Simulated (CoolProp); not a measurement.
Computed with CoolProp (reference Helmholtz-energy equation of state, Zhou 2014).

Problem. Give the vapour pressure (MPa), vapour density (kg/m³), enthalpy of vaporisation (kJ/kg), liquid cp (kJ/(kg K)) of saturated cyclohexane at 48.15 °C.

Solution. 
| T (°C) | p (MPa) | vapour density (kg/m³) | enthalpy of vaporisation (kJ/kg) | liquid cp (kJ/(kg K)) |
|---|---|---|---|---|
| 48.15 | 0.0338 | 1.08 | 378 | 1.97 |
